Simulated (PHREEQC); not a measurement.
PHREEQC input (ion-association model, wateq4f.dat):

```
SOLUTION_MASTER_SPECIES
  An  An-  0  An  62.0  # stands for a non-complexing anion
SOLUTION_SPECIES
  An- = An-
    -log_k 0
    -gamma 3.0 0
  SO4-2 + 10H+ + 8e- = H2S + 4H2O  # shut off: sulfate is not reduced
    -log_k -100
    -delta_h 0
    -analytic -100
PHASES
  Fix_H+
    H+ = H+
    -log_k 0
SOLUTION 1
  temp 25
  units mmol/kgw
  pH 7 charge
  S(6) 1.1
  Cu(2) 1.1
  Cl 30.0168
  Ni 0.0084
  Mn(2) 15
  Na 300
  An 300
END
SELECTED_OUTPUT 1
  -reset false
  -pH true
  -pe true
  -ionic_strength true
  -water true
  -totals Cl Cu Mn Na Ni S Cu(1) Cu(2) Mn(2) Mn(3)
    Mn(6) Mn(7) S(-2) S(6)
  -molalities Hfo_wOH Hfo_wOH2+ Hfo_wO- Hfo_sOH Hfo_sOH2+ Hfo_sO- Hfo_sOMn+ Hfo_wOMn+ Hfo_wSO4- Hfo_wOHSO4-2
    Hfo_sOCu+ Hfo_wOCu+ Hfo_sONi+ Hfo_wONi+
  -saturation_indices Pyrochroite Cu(OH)2 Brochantite Antlerite Atacamite Ni(OH)2 Ni4(OH)6SO4 Halite Mirabilite Chalcanthite
    Morenosite
USER_PUNCH 1
  -headings sigma psi
  10 PUNCH EDL("sigma", "Hfo"), EDL("psi", "Hfo")
PRINT
  -reset false
USE solution 1
SURFACE 1
  Hfo_wOH 0.00539326 600 2.4
  Hfo_sOH 0.000134831
EQUILIBRIUM_PHASES 1
  Fix_H+ -3 HAn 10
    -force_equality true
END
# ... the last block is repeated for the other 16 points of pH, with NaOH or the acid as the point needs
```

Selected output (columns that matter, 9 of 17 rows; pH added in front):

```
pH	mu	Cl	Cu	Mn	Na	Ni	S	si_Pyrochroite	si_Cu(OH)2	si_Brochantite	si_Antlerite	si_Atacamite	si_Ni(OH)2	si_Ni4(OH)6SO4
3	0.35046	0.030016	0.0010981	0.015	0.29999	8.3998e-06	0.0001667	-11.605	-6.1764	-16.074	-11.487	-7.1122	-10.439	-41.144
4	0.34897	0.030016	0.0010067	0.014999	0.3	8.3979e-06	0.00017764	-9.6046	-4.2137	-10.186	-7.5624	-4.1865	-8.4389	-35.107
5	0.34664	0.030016	0.00034282	0.014995	0.3	8.3776e-06	0.00027741	-7.6042	-2.6812	-5.8588	-4.7676	-2.121	-6.4401	-28.914
6	0.34474	0.030017	1.0056e-05	0.014824	0.3	7.5893e-06	0.00054863	-5.6093	-2.2179	-5.7069	-5.0791	-2.1939	-4.4838	-22.791
7	0.34327	0.030015	1.2418e-06	0.013443	0.30273	3.8859e-06	0.00074858	-3.6519	-1.3136	-3.9513	-4.2277	-1.3847	-2.7753	-17.818
8	0.34248	0.030014	2.1967e-05	0.012377	0.30488	2.6731e-06	0.00091894	-1.6884	0.4036	1.0095	-0.9841	1.0504	-0.9405	-12.387
9	0.34203	0.030014	0.00064553	0.011621	0.30682	2.2243e-06	0.0010709	0.2801	1.8834	4.9975	1.5241	3.0105	0.9491	-6.7598
10	0.34109	0.030014	0.0010902	0.011208	0.30881	4.5149e-06	0.0010969	2.2286	2.1112	3.9225	0.2213	2.4668	2.6455	-1.96
11	0.33852	0.030014	0.0010997	0.011324	0.31488	8.3124e-06	0.0010996	3.9782	2.1111	1.9363	-1.7648	1.4691	2.7581	-3.4959
```

Along this series the solution becomes supersaturated in solids that the run did not let form, among them Pyrochroite, Cu(OH)2, Brochantite, Antlerite, Atacamite. Complexes and solids missing from the database can't appear. The database's constant for dissolved Cu(OH)2 is higher than later reviews accept. The oxide is taken as insoluble; below pH 4 it would dissolve.
